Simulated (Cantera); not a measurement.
A closed system holds: 1 mol C3H8, 0.34 mol H2O, equilibrated at 748 K and 15.0 bar.

Equilibrium computed with Cantera from the NASA thermochemical tables; the gas is ideal and each condensed phase is pure. Candidate condensed phases: C, C6H6, C7H8, C8H18, H2O; 110 gas species. Equilibrium is a limit: real reactors are often held back by kinetics, nucleation or transport.

Base state: CH4 0.746, H2O 0.126, H2 0.122, CO2 0.00459, CO 0.000714, C2H6 4.31e-5 (mole fractions); condensed: C(graphite).

Task: What changes in the equilibrium state with this change: pressure from 15.0 bar to 0.0133 bar?

Result: 
```tsv
species	before	after
H2	0.122	0.894
CH4	0.746	0.0353
H2O	0.126	0.0342
CO	0.000714	0.0298
C2H6	4.31e-5	1.32e-8
CO2	0.00459	0.00710
C(graphite), mol	1.13	2.69
```

Task: What changes in the equilibrium state with this change: H2O from 0.34 to 0.29 mol?

Result: 
| species | before | after |
|---|---|---|
| CH4 | 0.746 | 0.761 |
| H2 | 0.122 | 0.124 |
| H2O | 0.126 | 0.111 |
| CO2 | 0.00459 | 0.00347 |
| CO | 0.000714 | 0.000622 |
| C2H6 | 4.31e-5 | 4.44e-5 |
| C(graphite), mol | 1.13 | 1.13 |
